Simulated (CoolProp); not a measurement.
Aqueous ethanol as a coolant, at -3 °C, 1 atm.

The numbers come from the Melinder's fits for secondary coolants in CoolProp.

```csv
mass %,freezing point (°C),Prandtl number,cp (kJ/(kg K)),density (kg/m³),conductivity (W/(m K))
11.7,-5.3,38.4,4.425,983.4,0.489
16.7,-8.6,51.9,4.413,979.2,0.462
21.7,-12.5,65.5,4.347,975.0,0.436
26.6,-16.9,77.1,4.241,970.3,0.412
31.6,-21.7,85.8,4.108,964.3,0.388
36.6,-26.4,90.6,3.965,957.1,0.366
41.5,-30.9,91.8,3.826,948.8,0.345
46.5,-35.0,90.3,3.691,939.1,0.325
51.5,-38.7,86.6,3.559,928.5,0.306
```
